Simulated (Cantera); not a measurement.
A Cantera script and what it prints.

```python
import numpy as np
import cantera as ct

gas_names = [...]  # 76 gases of nasa_gas.yaml made of C, H
cond_names = """
    C(gr) C6H6(L) C7H8(L) C8H18(L),n-octa
""".split()


# ... load() reads the species with a 1 bar reference pressure and builds the phases ...
atoms = {
    'toluene': {'C': 7, 'H': 8},
    'H2': {'H': 2},
}
top_T = {'C(gr)': 4500}  # K; cautious upper limits of use, not melting points


# ... equilibrate(T, P, feed) seeds the gas with the atoms and calls Mixture.equilibrate('TP', solver="vcs", rtol=1e-11, max_steps=5000) ...
results = []
feed = {'toluene': 1, 'H2': 25}  # mol
T = 873  # K
P = 620000  # Pa
mix = equilibrate(T, P, feed)
results.append((T, P, feed, dict(zip(mix.species_names, mix.species_moles))))
x = sorted(zip(gas.X, gas.species_names), reverse=True)
print(f"T = {T:g} K  P = {P:g} Pa  gas = {mix.phase_moles(0):.4g} mol")
print("   x: " + "  ".join(f"{s} {v:.3e}" for v, s in x if v > 1e-05))
print("   condensed (mol): " + ("  ".join(f"{mix.phase(i).name} {mix.phase_moles(i):.4g}"
      for i in range(1, mix.n_phases) if mix.phase_moles(i) > 1e-12) or "none"))
```

Output:

```
T = 873 K  P = 620000 Pa  gas = 22 mol
   x: H2 6.818e-01  CH4 3.182e-01
   condensed (mol): none
```

Equilibrium computed with Cantera from the NASA thermochemical tables; the gas is ideal and each condensed phase is pure.
